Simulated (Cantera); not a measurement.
An isothermal, constant-pressure homogeneous reactor starts with H₂ : O₂ : N₂ = 1.4 : 1 : 5.5 (molar parts), equivalence ratio 0.70, at 775 K and 13300 Pa. Integrator tolerance rtol = 1e-08.

Cantera simulation using the H2/O2 subset of GRI-Mech 3.0, which has no nitrogen chemistry; the numbers are that mechanism's predictions, not measurements. Radical loss at walls, strong at low pressure, is not modelled. Below about 950 K walls govern HO2 and H2O2 in real vessels. The temperature is held fixed by assumption; the heat of reaction is taken as removed at once.

What does this change do: temperature 775 to 1200 K?


```csv
quantity,before,after
x(H₂) at 50.0 s,0.176 (gas-phase equilibrium <1e-12),3.34e-8 (gas-phase equilibrium 3.34e-8)
x(O₂) at 50.0 s,0.126 (gas-phase equilibrium 0.0417),0.0417 (gas-phase equilibrium 0.0417)
x(H₂O) at 50.0 s,0.000720 (gas-phase equilibrium 0.194),0.194 (gas-phase equilibrium 0.194)
x(HO₂) at 50.0 s,3.65e-6 (gas-phase equilibrium 2.25e-12),3.36e-9 (gas-phase equilibrium 3.36e-9)
x(H₂O₂) at 50.0 s,0.000183 (gas-phase equilibrium 1.01e-12),3.47e-10 (gas-phase equilibrium 3.47e-10)
x(OH) at 50.0 s,2.33e-10 (gas-phase equilibrium 6.14e-10),4.62e-6 (gas-phase equilibrium 4.62e-6)
```
